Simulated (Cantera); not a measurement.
Feed: 1 mol Si, 3 mol N₂O, 240 mol H₂, at 1902 °C.

These are equilibrium values from Cantera (NASA tables, ideal gas, pure condensed phases), not measurements of a reactor. Candidate condensed phases: H₂O, Si, SiO₂, Si₂N₂O, Si₃N₄; 35 gas species. The numbers say what is thermodynamically allowed, not how fast it happens.

log p: log10 of the partial pressure in bar; nothing condenses.

| P (Pa) | log p H₂ | log p H | log p N₂ | log p H₂O | log p SiO | log p O | log p OH |
|---|---|---|---|---|---|---|---|
| 0.100 | -7.42 | -6.02 | -8.19 | -10.17 | -8.67 | -8.40 | -9.65 |
| 2.50 | -5.02 | -4.82 | -6.67 | -7.01 | -7.15 | -7.63 | -7.68 |
| 63 | ? | ? | ? | ? | ? | -7.69 | ? |
| 1600 | -1.82 | -3.22 | -3.71 | -3.89 | -4.19 | -7.72 | -6.16 |
| 40000 | ? | ? | ? | ? | ? | -7.72 | ? |
| 1000000 | 0.99 | -1.82 | -0.91 | -1.09 | -1.39 | -7.72 | -4.76 |

Question: What belongs in the gaps?

Answer: 
- 40000, log p H₂: -0.41
- 40000, log p H: -2.52
- 40000, log p N₂: -2.31
- 40000, log p H₂O: -2.49
- 40000, log p SiO: -2.79
- 40000, log p OH: -5.46
- 63, log p H₂: -3.30
- 63, log p H: -3.96
- 63, log p N₂: -5.15
- 63, log p H₂O: -5.34
- 63, log p SiO: -5.63
- 63, log p OH: -6.88
